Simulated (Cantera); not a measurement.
# Moist CO burnout

A perfectly stirred reactor is fed with CO : O₂ : H₂O : N₂ = 0.023 : 0.012 : 0.013 : 1 (molar parts), equivalence ratio 0.96, at 750 Torr; it is held at 1125 K, and followed from long to short residence time.

Model: GRI-Mech 3.0 (53 species, 325 reactions), integrated in Cantera.

```
τ (s)        x CO      x O₂   x H₂O    x HO₂     x NO      x H₂
-------  --------  --------  ------  -------  -------  --------
2.3      0.000371  0.000693  0.0125  2.98e-7  2.30e-7   5.69e-5
1.0      0.000619  0.000830  0.0124  3.81e-7  2.61e-7   8.30e-5
0.47     0.000982   0.00103  0.0124  4.88e-7  3.03e-7  0.000112
0.22      0.00156   0.00133  0.0123  6.44e-7  3.50e-7  0.000144
0.099     0.00252   0.00182  0.0123  8.91e-7  3.91e-7  0.000178
0.045     0.00402   0.00259  0.0122  1.26e-6  4.08e-7  0.000209
0.020     0.00639   0.00377  0.0122  1.81e-6  3.82e-7  0.000233
0.0093    0.00953   0.00533  0.0121  2.49e-6  3.10e-7  0.000245
0.0043     0.0134   0.00722  0.0121  3.26e-6  2.01e-7  0.000238
0.0019     0.0174   0.00922  0.0121  3.95e-6  8.49e-8  0.000194
0.00089    0.0203    0.0106  0.0122  4.16e-6  1.78e-8  0.000107
```
x: mole fraction; the columns are a selection and need not sum to one.
